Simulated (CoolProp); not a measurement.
Aqueous ethylene glycol as a coolant, at 7 °C, 1 atm.

Computed with CoolProp (Melinder's fits for secondary coolants).

```csv
mass %,freezing point (°C),density (kg/m³),viscosity (mPa s),cp (kJ/(kg K)),conductivity (W/(m K))
5.8,-1.9,1007,1.65,4.105,0.552
12.1,-4.2,1016,1.97,4.006,0.525
18.3,-7.0,1025,2.36,3.903,(withheld)
24.6,-10.7,1035,2.84,3.787,(withheld)
30.9,(withheld),1044,3.40,3.661,0.449
37.2,(withheld),1054,4.07,3.526,0.425
43.5,-27.7,1063,4.88,3.387,0.403
49.8,-35.7,1071,5.87,3.246,0.382
56.1,-44.9,(withheld),7.08,3.104,0.362
```

Question: What belongs in the gaps?

Answer: 
- 18.3, conductivity (W/(m K)): 0.500
- 24.6, conductivity (W/(m K)): 0.474
- 30.9, freezing point (°C): -15.3
- 37.2, freezing point (°C): -20.9
- 56.1, density (kg/m³): 1079
